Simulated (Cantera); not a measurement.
**CH₃F + CH₄ + H₂ + HCl (fluorocarbon and chlorocarbon gases)**

Charge: 1 mol CH₃F, 0.66 mol CH₄, 0.29 mol H₂, 0.27 mol HCl, at 0.368 Torr.

Method: chemical equilibrium by Gibbs-energy minimisation in Cantera with the NASA 1993 tables (ideal gas, pure condensed phases). Candidate condensed phases: C, C₆H₆, C₇H₈, C₈H₁₈; 135 gas species. Ions and electrons are included (thermal ionisation). Equilibrium is a limit: real reactors are often held back by kinetics, nucleation or transport.

```
T (K)    x H     x C     x F      x HF     x C₃    x Cl      x C₂      x H₂
-----  -----  ------  ------  --------  -------  ------  --------  --------
3000   0.723  0.0434  0.0384    0.0882   0.0471  0.0340    0.0114    0.0103
3250   0.707   0.117  0.0828    0.0296   0.0149  0.0307    0.0126   0.00238
3500   0.691   0.165  0.0999   0.00720  0.00120  0.0291   0.00494  0.000672
3750   0.689   0.174   0.104   0.00191  6.50e-5  0.0288   0.00135  0.000232
4000   0.689   0.175   0.106  0.000579  4.54e-6  0.0287  0.000403   9.15e-5
4250   0.689   0.176   0.106  0.000201  4.24e-7  0.0287  0.000137   4.03e-5
4500   0.689   0.176   0.106   7.81e-5  5.13e-8  0.0287   5.22e-5   1.94e-5
4750   0.689   0.176   0.106   3.35e-5  7.71e-9  0.0286   2.19e-5   1.01e-5
5000   0.688   0.175   0.106   1.56e-5  1.39e-9  0.0286   9.99e-6   5.61e-6
```
x: gas mole fraction; nothing condenses.

From 3000 K to 5000 K nothing is condensed. The main C-bearing gas is C₃ at 3000 K and C at 5000 K.
